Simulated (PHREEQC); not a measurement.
Acid mine or pickling water (model solution)

Model water analysis in mmol/kgw, 40 °C, pH 2.49, pe 12.5:

```csv
constituent,mmol/kgw
Na,3.24
K,0.0682
Ca,14.1
Mg,0.0842
Cl,38.7
S(6),12.7
Sr,0.155
Cd,0.177
```

Valence states are taken as typed.

Model: ion-association model, phreeqc.dat, run in PHREEQC.

Precipitation was switched off in this run.

Estimate the ionic strength, specific conductance, density.

ionic strength 0.0615 mol/kgw; specific conductance 7860 µS/cm; density 0.995 g/cm³.

In which forms is S present?

SO4-2 60 %, CaSO4 24 %, HSO4- 14 %, CaHSO4+ 0.8 % of the S.

Away from 25 °C the constants follow the database's enthalpies or fits; those with neither stay at their 25 °C values.
